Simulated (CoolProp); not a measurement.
Isobutene along the isobar 416 kPa: fugacity coefficient from the reference equation and from simpler models built on Tc = 418.1 K, pc = 4016 kPa, ω = 0.193; each cubic takes its own stable root.

Values from CoolProp's reference Helmholtz-energy equation of state, Lemmon 2005. It is a short technical equation, of lower accuracy than the large ones.

```json
[
 {"T (K)": "323", "phase": "gas", "reference": "0.9158", "van der Waals": "0.9436", "Redlich-Kwong": "0.9277", "Soave-Redlich-Kwong": "0.9233", "Peng-Robinson": "0.9187"},
 {"T (K)": "337.1", "phase": "gas", "reference": "0.9273", "van der Waals": "0.9489", "Redlich-Kwong": "0.9357", "Soave-Redlich-Kwong": "0.9322", "Peng-Robinson": "0.9278"},
 {"T (K)": "351.3", "phase": "gas", "reference": "0.9367", "van der Waals": "0.9536", "Redlich-Kwong": "0.9426", "Soave-Redlich-Kwong": "0.9400", "Peng-Robinson": "0.9356"},
 {"T (K)": "365.4", "phase": "gas", "reference": "0.9444", "van der Waals": "0.9577", "Redlich-Kwong": "0.9486", "Soave-Redlich-Kwong": "0.9466", "Peng-Robinson": "0.9424"},
 {"T (K)": "379.6", "phase": "gas", "reference": "0.9510", "van der Waals": "0.9613", "Redlich-Kwong": "0.9538", "Soave-Redlich-Kwong": "0.9525", "Peng-Robinson": "0.9483"},
 {"T (K)": "393.7", "phase": "gas", "reference": "0.9565", "van der Waals": "0.9645", "Redlich-Kwong": "0.9583", "Soave-Redlich-Kwong": "0.9575", "Peng-Robinson": "0.9535"},
 {"T (K)": "407.9", "phase": "gas", "reference": "0.9613", "van der Waals": "0.9674", "Redlich-Kwong": "0.9623", "Soave-Redlich-Kwong": "0.9620", "Peng-Robinson": "0.9581"},
 {"T (K)": "422", "phase": "gas", "reference": "0.9653", "van der Waals": "0.9700", "Redlich-Kwong": "0.9659", "Soave-Redlich-Kwong": "0.9660", "Peng-Robinson": "0.9622"}
]
```
